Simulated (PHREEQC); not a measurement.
## Copper plating or etch bath (model solution)

Solution (25 °C): 0.18 mol/kgw Cu(NO3)2 and 0.0029 mol/kgw NaCl. Closed to the air; pH follows from the charge balance.

Model: ion-association model, wateq4f.dat, run in PHREEQC.

Each row changes one thing in this solution. This is a speciation only: nothing precipitates in the calculation.

```json
[
 {"case": "as made", "pH": "4.11", "Cu2(OH)2+2 (mol/kgw)": "4.66e-5", "CuOH+ (mol/kgw)": "8.66e-6", "Cu(OH)2 (mol/kgw)": "1.31e-7", "SI of Cu2(OH)3NO3 (Cu2(OH)3NO3)": "-0.30", "SI of Tenorite (CuO)": "-0.76"},
 {"case": "NaCl replaced by Na2B4O7 at the same molality", "pH": "5.02", "Cu2(OH)2+2 (mol/kgw)": "0.00286", "CuOH+ (mol/kgw)": "6.78e-5", "Cu(OH)2 (mol/kgw)": "8.29e-6", "SI of Cu2(OH)3NO3 (Cu2(OH)3NO3)": "+2.39", "SI of Tenorite (CuO)": "+1.04"},
 {"case": "NaCl left out", "pH": "4.11", "Cu2(OH)2+2 (mol/kgw)": "4.67e-5", "CuOH+ (mol/kgw)": "8.67e-6", "Cu(OH)2 (mol/kgw)": "1.31e-7", "SI of Cu2(OH)3NO3 (Cu2(OH)3NO3)": "-0.30", "SI of Tenorite (CuO)": "-0.76"},
 {"case": "diluted 2-fold with water", "pH": "4.24", "Cu2(OH)2+2 (mol/kgw)": "3.28e-5", "CuOH+ (mol/kgw)": "6.74e-6", "Cu(OH)2 (mol/kgw)": "1.60e-7", "SI of Cu2(OH)3NO3 (Cu2(OH)3NO3)": "-0.58", "SI of Tenorite (CuO)": "-0.71"},
 {"case": "temperature from 25 to 30 °C", "pH": "4.04", "Cu2(OH)2+2 (mol/kgw)": "5.56e-5", "CuOH+ (mol/kgw)": "7.40e-6", "Cu(OH)2 (mol/kgw)": "9.61e-8", "SI of Cu2(OH)3NO3 (Cu2(OH)3NO3)": "-0.30", "SI of Tenorite (CuO)": "-0.71"},
 {"case": "NaCl from 0.0029 to 0.0058 mol/kgw", "pH": "4.11", "Cu2(OH)2+2 (mol/kgw)": "4.65e-5", "CuOH+ (mol/kgw)": "8.66e-6", "Cu(OH)2 (mol/kgw)": "1.31e-7", "SI of Cu2(OH)3NO3 (Cu2(OH)3NO3)": "-0.30", "SI of Tenorite (CuO)": "-0.76"}
]
```

Species that the database lacks are ignored. Some of these states are supersaturated (in Cu2(OH)3NO3, Tenorite (slow to form), for instance).
